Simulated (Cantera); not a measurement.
Titanium nitride, carbide and oxide coatings: Ti + C3H8 + H2 + Cl2

Input: 1 mol Ti, 1.4 mol C3H8, 120 mol H2, 0.0012 mol Cl2, at 0.170 bar.

Equilibrium computed with Cantera from the NASA thermochemical tables; the gas is ideal and each condensed phase is pure. Candidate condensed phases: C, C6H6, C7H8, C8H18, Ti, TiC, TiCl2, TiCl3, TiCl4; 96 gas species. TiC: taken at fixed stoichiometry. Kinetics and transport are ignored.

```
T (K)   x H2     x CH4       x H  x C2H2 (acetylene)    x HCl    x CH3   x C2H4    x C4H2  n C(graphite)  n TiC(s)
-----  -----  --------  --------  ------------------  -------  -------  -------  --------  -------------  --------
1173   0.997   0.00329   2.85e-7             6.10e-8  1.92e-5  1.78e-8  1.94e-7    <1e-12           2.79      1.00
1273   0.998   0.00159   1.73e-6             3.71e-7  1.91e-5  5.37e-8  2.61e-7    <1e-12           3.00      1.00
1373   0.999  0.000854   8.07e-6             1.73e-6  1.91e-5  1.38e-7  3.35e-7  1.12e-12           3.09      1.00
1473   0.999  0.000499   3.07e-5             6.50e-6  1.91e-5  3.09e-7  4.14e-7  1.61e-11           3.14      1.00
1573   1.000  0.000312   9.86e-5             2.06e-5  1.91e-5  6.25e-7  4.98e-7  1.64e-10           3.16      1.00
1673   0.999  0.000206  0.000276             5.69e-5  1.91e-5  1.16e-6  5.84e-7   1.27e-9           3.16      1.00
1773   0.999  0.000143  0.000690            0.000140  1.91e-5  2.00e-6  6.72e-7   7.71e-9           3.15      1.00
1873   0.998  0.000103   0.00156            0.000311  1.91e-5  3.25e-6  7.61e-7   3.86e-8           3.11      1.00
1973   0.996   7.70e-5   0.00327            0.000638  1.90e-5  5.01e-6  8.48e-7   1.64e-7           3.03      1.00
```
x: gas mole fraction; n: condensed amount in mol.

From 1173 K to 1973 K the condensed part is C(graphite) + TiC(s).
